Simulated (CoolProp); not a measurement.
R236EA along the isobar 4.02 MPa: fugacity coefficient from the reference equation and from simpler models built on Tc = 139.3 °C, pc = 3.414 MPa, ω = 0.368; each cubic takes its own stable root.

The numbers come from the reference Helmholtz-energy equation of state, Rui 2013 in CoolProp.

```json
[
 {"T (°C)": "23.25", "phase": "liquid", "reference": "0.05309"},
 {"T (°C)": "32.65", "phase": "liquid", "reference": "0.07163"},
 {"T (°C)": "42.05", "phase": "liquid", "reference": "0.09430"},
 {"T (°C)": "51.55", "phase": "liquid", "reference": "0.1217"},
 {"T (°C)": "60.95", "phase": "liquid", "reference": "0.1536"},
 {"T (°C)": "70.35", "phase": "liquid", "reference": "0.1902"},
 {"T (°C)": "79.85", "phase": "liquid", "reference": "0.2321"},
 {"T (°C)": "89.25", "phase": "liquid", "reference": "0.2783"},
 {"T (°C)": "98.65", "phase": "liquid", "reference": "0.3287"},
 {"T (°C)": "108.15", "phase": "liquid", "reference": "0.3836"}
]
```

Question: How far does each simpler model (Soave-Redlich-Kwong, Peng-Robinson) lie from the reference over these 10 states: mean and median of the absolute difference, and the worst?

Answer: 
- Soave-Redlich-Kwong: mean 3.5 %, median 3.6 %, worst +3.9 % at 79.85 °C and 4.02 MPa
- Peng-Robinson: mean 0.2 %, median 0.1 %, worst -0.5 % at 108.15 °C and 4.02 MPa
